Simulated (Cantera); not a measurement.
# Dilute partial oxidation

An isothermal, constant-pressure homogeneous reactor starts with 0.367 % CH₃OH, 0.446 % O₂, 99.2 % N₂, at 1125 K and 1.00 bar.

Model: GRI-Mech 3.0 (53 species, 325 reactions), integrated in Cantera. GRI-Mech 3.0 was tuned for natural gas; its chemistry of methanol as a main component is partial and can be far from experiment.

```tsv
t (s)	x CH₃OH	x O₂	x NO	x CH₂CO	x HCN	x HCO
1.00e-6	0.00367	0.00446	<1e-12	<1e-12	<1e-12	<1e-12
4.96e-6	0.00367	0.00446	<1e-12	<1e-12	<1e-12	<1e-12
2.46e-5	0.00367	0.00446	<1e-12	<1e-12	<1e-12	<1e-12
0.000122	0.00367	0.00446	<1e-12	<1e-12	<1e-12	<1e-12
0.000605	0.00367	0.00446	<1e-12	<1e-12	<1e-12	<1e-12
0.00300	0.00367	0.00446	<1e-12	<1e-12	<1e-12	<1e-12
0.0149	0.00367	0.00446	<1e-12	<1e-12	<1e-12	<1e-12
0.0738	0.00365	0.00446	<1e-12	<1e-12	<1e-12	2.81e-11
0.366	<1e-12	2.10e-8	3.34e-7	<1e-12	4.28e-11	1.52e-10
1.81	<1e-12	2.12e-10	3.03e-7	<1e-12	4.26e-11	1.49e-11
9.00	<1e-12	5.78e-12	2.26e-7	<1e-12	4.30e-11	1.99e-12
```
x: mole fraction; the columns are a selection and need not sum to one.

Equilibrium at this temperature and pressure: CH₃OH <1e-12, O₂ <1e-12, NO 2.80e-12, CH₂CO <1e-12, HCN 1.84e-11, HCO <1e-12 (gas phase only).
